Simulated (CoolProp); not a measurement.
The numbers come from the reference Helmholtz-energy equation of state, Thol 2018 in CoolProp.

**Question.** Give the vapour pressure (MPa), vapour density (kg/m³) of saturated hydrogen chloride at -3.95, 2.75 °C.

**Answer.** 
```json
[
 {"T (°C)": "-3.95", "p (MPa)": "2.33", "vapour density (kg/m³)": "49.8"},
 {"T (°C)": "2.75", "p (MPa)": "2.78", "vapour density (kg/m³)": "60.2"}
]
```
